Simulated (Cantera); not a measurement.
Cantera run:

```python
import numpy as np
import cantera as ct

gas_names = [...]  # 127 gases of nasa_gas.yaml made of C, Fe, H, O, S
cond_names = """
    C(gr) C6H6(L) C7H8(L) C8H18(L),n-octa Fe(a) Fe(c) Fe(d) Fe(L) FeC5O5(L) FeO(s) FeO(L) Fe(OH)2(s)
    Fe(OH)3(s) FeS(a) FeS(b) FeS(c) FeS(L) FeSO4(s) FeS2(s) Fe2O3(s) Fe2S3O12(s) Fe3O4(s) H2O(s) H2O(L)
    H2SO4(L) S(cr1) S(cr2) S(L)
""".split()


# ... load() reads the species with a 1 bar reference pressure and builds the phases ...
atoms = {
    'FeS2': {'Fe': 1, 'S': 2},
    'H2S': {'H': 2, 'S': 1},
    'CO2': {'C': 1, 'O': 2},
}
top_T = {'C(gr)': 4500, 'FeSO4(s)': 950, 'FeS2(s)': 1010, 'Fe2O3(s)': 1830, 'Fe2S3O12(s)': 1100, 'Fe3O4(s)': 1870}  # K; cautious upper limits of use, not melting points


# ... equilibrate(T, P, feed) seeds the gas with the atoms and calls Mixture.equilibrate('TP', solver="vcs", rtol=1e-11, max_steps=5000) ...
results = []
feed = {'FeS2': 1, 'H2S': 0.58, 'CO2': 0.088}  # mol
T = 848  # K
for P in [1000, 2600, 6700, 17000, 45000, 120000, 300000, 770000, 2000000]:
    mix = equilibrate(T, P, feed)
    results.append((T, P, feed, dict(zip(mix.species_names, mix.species_moles))))

top = {s: max(r[3][s] / sum(r[3][g] for g in gas_names) for r in results) for s in gas_names}
cols = sorted((s for s in top if top[s] > 0.001), key=lambda s: -top[s])[:5]
seen = [c for c in cond_names if any(r[3].get(c, 0) > 1e-12 for r in results)]
print("log10 of partial pressures in bar; condensed amounts in mol")
print(f"{'P/Pa':>10s}" + "".join(f"{s[:9]:>10s}" for s in cols + seen))
for T, P, feed, n in results:
    ng = sum(n[g] for g in gas_names)
    print(f"{P:10.4g}" + "".join(f"{np.log10(max(n[s] / ng * P / 1e5, 1e-99)):10.3f}" for s in cols)
          + "".join(f"{n.get(c, 0):10.4g}" for c in seen))
```

It prints:

```
log10 of partial pressures in bar; condensed amounts in mol
      P/Pa       H2S        S2       CO2       H2O       COS    FeS(c)   FeS2(s)
      1000    -2.147    -2.957    -3.085    -3.446    -3.767    0.1359    0.8641
      2600    -1.700    -2.957    -2.638    -2.999    -3.320    0.0293    0.9707
      6700    -1.277    -2.869    -2.214    -2.585    -2.886         0         1
   1.7e+04    -0.866    -2.586    -1.798    -2.200    -2.445         0         1
   4.5e+04    -0.438    -2.293    -1.366    -1.793    -1.991         0         1
   1.2e+05    -0.008    -2.001    -0.933    -1.380    -1.541         0         1
     3e+05     0.392    -1.729    -0.530    -0.992    -1.126         0         1
   7.7e+05     0.804    -1.451    -0.116    -0.590    -0.704         0         1
     2e+06     1.220    -1.172     0.301    -0.181    -0.279         0         1
```

These are equilibrium values from Cantera (NASA tables, ideal gas, pure condensed phases), not measurements of a reactor. FeS: taken at fixed stoichiometry. Gases not in the tables: S3 to S7.
